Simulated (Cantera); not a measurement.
A closed system holds: 1 mol FeS, 2400 mol H₂, 12 mol N₂, at 0.0550 bar.

Cantera equilibrium calculation (NASA polynomials, part measured and part estimated; ideal gas, pure solids and liquids). Candidate condensed phases: Fe, FeS, FeS₂, S; 16 gas species. FeS: taken at fixed stoichiometry. Equilibrium is a limit: real reactors are often held back by kinetics, nucleation or transport.

Problem. Which condensed phases are stable at each of these points (T (K)): 873, 973, 1073, 1173, 1273, 1373, 1473, 1573, 1673, 1773, 1873, 1973, 2073, 2173?

Solution. 
| T (K) | condensed phases | Fe condensed (%) |
|---|---|---|
| 873 | Fe(α) + FeS(s) | 100.0 |
| 973 | Fe(α) | 100.0 |
| 1073 | Fe(α) | 100.0 |
| 1173 | Fe(α) | 100.0 |
| 1273 | Fe(γ) | 100.0 |
| 1373 | Fe(γ) | 100.0 |
| 1473 | Fe(γ) | 99.6 |
| 1573 | Fe(γ) | 97.1 |
| 1673 | Fe(δ) | 82.4 |
| 1773 | Fe(δ) | 13.2 |
| 1873 | gas only | 0.0 |
| 1973 | gas only | 0.0 |
| 2073 | gas only | 0.0 |
| 2173 | gas only | 0.0 |

At 873 K the condensed part is Fe(α) + FeS(s). From 973 K to 1173 K the condensed part is Fe(α). From 1273 K to 1573 K the condensed part is Fe(γ). From 1673 K to 1773 K the condensed part is Fe(δ). From 1873 K to 2173 K nothing is condensed.
